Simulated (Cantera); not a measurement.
What does this Cantera script print?

```python
import numpy as np
import cantera as ct

gas = ct.Solution("gri30.yaml")
gas.TPX = 1173, 2666, {'C3H8': 1, 'H2': 3.4}
reactor = ct.IdealGasConstPressureReactor(gas, energy="off", clone=False)
net = ct.ReactorNet([reactor])
net.rtol, net.atol = 1e-08, 1e-18
show = ['C3H8', 'H2', 'C2H6', 'C2H', 'C2H2', 'H', 'C2H4']
times = np.geomspace(1e-06, 4, 14)

steps = ct.SolutionArray(gas, extra=["t"])
rows = []
print(f"{'t/s':>10s}{'T/K':>9s}{'P/Pa':>11s}" + "".join(f"{s:>11s}" for s in show))
for t in times:
    while net.time < t:
        t_next = net.step()
        steps.append(gas.state, t=t_next)
    rows.append([np.interp(t, steps.t, y) for y in (steps.T, steps.P, *steps(*show).X.T)])
    print(f"{t:10.3e}{rows[-1][0]:9.1f}{rows[-1][1]:11.4g}" + "".join(f"{x:11.3e}" for x in rows[-1][2:]))
rate = np.gradient(steps.T, steps.t)
print("integrator steps:", len(steps.t))
if steps.T.max() > steps.T[0] + 200:
    print(f"time of steepest temperature rise: {steps.t[rate.argmax()]:.4e} s")
gas.TPX = 1173, 2666, {'C3H8': 1, 'H2': 3.4}
gas.equilibrate("TP")
print(f"equilibrium (TP): T = {gas.T:.1f} K  " + "  ".join(f"{s} {gas[s].X[0]:.3e}" for s in show))
```

Result:

```
       t/s      T/K       P/Pa       C3H8         H2       C2H6        C2H       C2H2          H       C2H4
 1.000e-06   1173.0       2666  2.273e-01  7.727e-01  2.155e-10  2.836e-32  3.233e-19  1.418e-09  6.253e-10
 3.220e-06   1173.0       2666  2.273e-01  7.727e-01  2.223e-09  1.654e-29  1.181e-17  1.209e-08  7.364e-09
 1.037e-05   1173.0       2666  2.273e-01  7.727e-01  2.264e-08  6.720e-27  5.761e-16  7.576e-08  1.152e-07
 3.339e-05   1173.0       2666  2.273e-01  7.727e-01  2.221e-07  2.489e-24  4.609e-14  3.169e-07  1.798e-06
 1.075e-04   1173.0       2666  2.272e-01  7.727e-01  1.950e-06  1.359e-21  7.112e-12  1.083e-06  2.115e-05
 3.461e-04   1173.0       2666  2.270e-01  7.725e-01  1.327e-05  6.938e-19  1.126e-09  3.448e-06  2.089e-04
 1.115e-03   1173.0       2666  2.248e-01  7.712e-01  7.727e-05  2.200e-16  1.236e-07  9.925e-06  1.869e-03
 3.589e-03   1173.0       2666  2.114e-01  7.631e-01  5.378e-04  2.073e-14  6.569e-06  1.739e-05  1.263e-02
 1.156e-02   1173.0       2666  1.672e-01  7.364e-01  2.054e-03  4.089e-13  1.143e-04  1.901e-05  4.836e-02
 3.721e-02   1173.0       2666  7.661e-02  6.818e-01  3.931e-03  5.047e-12  1.128e-03  2.201e-05  1.210e-01
 1.198e-01   1173.0       2666  7.243e-03  6.407e-01  2.397e-03  2.391e-11  6.386e-03  1.732e-05  1.727e-01
 3.858e-01   1173.0       2666  2.987e-04  6.390e-01  1.057e-03  1.481e-11  1.372e-02  4.978e-06  1.705e-01
 1.242e+00   1173.0       2666  7.298e-06  6.414e-01  6.625e-04  1.014e-11  2.115e-02  2.220e-06  1.621e-01
 4.000e+00   1173.0       2666  1.109e-06  6.465e-01  5.130e-04  1.477e-11  3.571e-02  1.930e-06  1.447e-01
integrator steps: 925
equilibrium (TP): T = 1173.0 K  C3H8 9.165e-08  H2 5.891e-01  C2H6 9.164e-05  C2H 1.245e-11  C2H2 9.493e-02  H 5.579e-07  C2H4 2.763e-02
```

Model: GRI-Mech 3.0 (53 species, 325 reactions), integrated in Cantera. GRI-Mech 3.0 was tuned for natural gas; its chemistry of propane as a main component is partial and can be far from experiment. GRI-Mech 3.0 stops at C3 and has no aromatics, soot or wall deposition, so with more carbon than oxygen in the feed, carbon stays in small species such as C2H2 where larger ones or solid carbon would form. Radical loss at walls, strong at low pressure, is not modelled.
